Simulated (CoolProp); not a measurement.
A simple Rankine cycle with vinyl chloride: condensing at 330.15 K, boiler at 2.21 MPa, turbine inlet 372.8 K, turbine efficiency 0.85, pump efficiency 0.8, no recuperator. Each further row changes one setting.

Model: reference Helmholtz-energy equation of state, Thol 2022, in CoolProp.

```
case                             thermal efficiency (%)  net work (kJ/kg)  heat in (kJ/kg)  turbine exit temperature (K)  volume ratio over the turbine
-------------------------------  ----------------------  ----------------  ---------------  ----------------------------  -----------------------------
as stated                                           8.2              25.2              308                         330.1                           2.37
turbine inlet 392.8 K                               8.4              28.2              335                         345.2                           2.31
condensing temperature 322.15 K                     9.7              31.0              321                         322.2                           2.86
boiler pressure 1.55 MPa                            5.2              16.9              324                         345.8                           1.63
turbine efficiency 0.75                             7.2              22.0              308                         330.1                           2.39
```

The expansion ends wet for: as stated; condensing temperature 322.15 K; turbine efficiency 0.75.
